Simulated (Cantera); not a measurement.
A freely propagating, adiabatic, planar premixed flame of 29.4 % H₂, 14.8 % O₂, 55.8 % N₂, unburnt at 375 K and 3750 Torr; mixture-averaged transport, grid criteria slope 0.08 and curve 0.16, no radiation.

Computed with Cantera and the H2/O2 subset of GRI-Mech 3.0, which has no nitrogen chemistry. The hydrogen kinetics of GRI-Mech 3.0 are dated; newer H2 mechanisms differ, most at raised pressure. Burning velocities carry a grid error of a few per cent, more on coarse grids.

Question: Predict: laminar burning velocity; thermal thickness; peak x(H); peak x(H₂O₂); peak x(OH); peak x(O).

Answer: 
```json
{
  "laminar_burning_velocity": "278 cm/s",
  "thermal_thickness": "0.0515 mm",
  "peak x(H)": "0.0219",
  "peak x(H₂O₂)": "0.000154",
  "peak x(OH)": "0.0146",
  "peak x(O)": "0.00635"
}
```
